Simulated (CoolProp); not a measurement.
Propane along the isobar 4.94 MPa: fugacity coefficient from the reference equation and from simpler models built on Tc = 369.9 K, pc = 4.251 MPa, ω = 0.152; each cubic takes its own stable root.

The numbers come from the reference Helmholtz-energy equation of state, Lemmon 2009 in CoolProp.

```
T (K)          phase  reference  van der Waals  Redlich-Kwong  Soave-Redlich-Kwong  Peng-Robinson
-----  -------------  ---------  -------------  -------------  -------------------  -------------
321.9         liquid     0.3014         0.4249         0.3324               0.3098         0.2979
335.3         liquid     0.3760         0.4818         0.4045               0.3859         0.3710
348.6         liquid     0.4559         0.5384         0.4788               0.4664         0.4484
361.9         liquid     0.5389         0.5941         0.5530               0.5483         0.5273
375.3  supercritical     0.6202         0.6469         0.6225               0.6253         0.6017
388.6  supercritical     0.6753         0.6896         0.6720               0.6780         0.6527
401.9  supercritical     0.7127         0.7195         0.7068               0.7155         0.6895
415.3  supercritical     0.7437         0.7441         0.7358               0.7469         0.7206
428.6  supercritical     0.7700         0.7652         0.7606               0.7738         0.7474
441.9  supercritical     0.7928         0.7838         0.7823               0.7973         0.7710
455.2  supercritical     0.8128         0.8003         0.8015               0.8182         0.7921
468.6  supercritical     0.8307         0.8153         0.8188               0.8369         0.8110
481.9  supercritical     0.8466         0.8288         0.8341               0.8535         0.8279
495.2  supercritical     0.8608         0.8410         0.8479               0.8684         0.8432
508.6  supercritical     0.8737         0.8522         0.8605               0.8819         0.8571
```
